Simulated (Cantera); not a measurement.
A closed system holds: 1 mol Si, 0.013 mol CO2, 48 mol N2, at 0.170 Pa.

These are equilibrium values from Cantera (NASA tables, ideal gas, pure condensed phases), not measurements of a reactor. Candidate condensed phases: C, Si, SiC, SiO2, Si2N2O, Si3N4; 34 gas species. N2 is the only nitrogen source here; it is nearly inert below about 1500 K, so the nitride shown seldom forms there in practice. Mutual solubility and eutectic melting of coexisting phases are not modelled. Rates play no part.

Task: Which condensed phases are stable at each of these points (T (K)): 1348, 1398, 1448, 1498, 1548, 1598, 1648, 1698, 1748, 1798, 1848, 1898, 1948, 1998?

Result: 
```json
[
 {"T (K)": "1348", "condensed phases": "SiC(s) + Si3N4(s)", "Si condensed (%)": "96.9"},
 {"T (K)": "1398", "condensed phases": "Si(s) + SiC(s)", "Si condensed (%)": "95.2"},
 {"T (K)": "1448", "condensed phases": "Si(s) + SiC(s)", "Si condensed (%)": "89.1"},
 {"T (K)": "1498", "condensed phases": "Si(s) + SiC(s)", "Si condensed (%)": "68.6"},
 {"T (K)": "1548", "condensed phases": "Si(s) + SiC(s)", "Si condensed (%)": "4.7"},
 {"T (K)": "1598", "condensed phases": "SiC(s)", "Si condensed (%)": "0.4"},
 {"T (K)": "1648", "condensed phases": "gas only", "Si condensed (%)": "0.0"},
 {"T (K)": "1698", "condensed phases": "gas only", "Si condensed (%)": "0.0"},
 {"T (K)": "1748", "condensed phases": "gas only", "Si condensed (%)": "0.0"},
 {"T (K)": "1798", "condensed phases": "gas only", "Si condensed (%)": "0.0"},
 {"T (K)": "1848", "condensed phases": "gas only", "Si condensed (%)": "0.0"},
 {"T (K)": "1898", "condensed phases": "gas only", "Si condensed (%)": "0.0"},
 {"T (K)": "1948", "condensed phases": "gas only", "Si condensed (%)": "0.0"},
 {"T (K)": "1998", "condensed phases": "gas only", "Si condensed (%)": "0.0"}
]
```

At 1348 K the condensed part is SiC(s) + Si3N4(s). From 1398 K to 1548 K the condensed part is Si(s) + SiC(s). At 1598 K the condensed part is SiC(s). From 1648 K to 1998 K nothing is condensed.
